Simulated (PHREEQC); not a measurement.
1 kg of water holding 0.31 mol KCl meets 20 L of dry gas (CO2 0.51, H2 0.49 by moles) at fixed total pressure, at 25 °C; fugacities by Peng-Robinson. The gases take part in no redox reaction, some water evaporates into the gas, and hydrates or a liquid gas phase aren't modelled. No solid was allowed to form.

The numbers come from PHREEQC with the ion-association model, phreeqc.dat.

| P (atm) | dissolved CO2 (all carbonate carbon) (mol/kgw) | φ of CO2 | p of CO2 (atm) | dissolved H2 (mol/kgw) | φ of H2 |
|---|---|---|---|---|---|
| 1 | 0.0154 | 0.995 | 0.485 | 0.000357 | 1.001 |
| 2 | 0.0311 | 0.991 | 0.986 | 0.000726 | 1.002 |
| 3 | 0.0466 | 0.986 | 1.49 | 0.00109 | 1.004 |
| 5 | 0.0771 | 0.977 | 2.49 | 0.00183 | 1.006 |
| 7.5 | 0.114 | 0.966 | 3.74 | 0.00275 | 1.009 |
| 10 | 0.150 | 0.955 | 5.00 | 0.00367 | 1.012 |
| 15 | 0.220 | 0.933 | 7.51 | 0.00552 | 1.019 |
| 20 | 0.285 | 0.912 | 10.0 | 0.00736 | 1.025 |
| 30 | 0.405 | 0.871 | 15.1 | 0.0110 | 1.039 |
| 40 | 0.511 | 0.831 | 20.1 | 0.0147 | 1.054 |

Species that the database lacks are ignored.
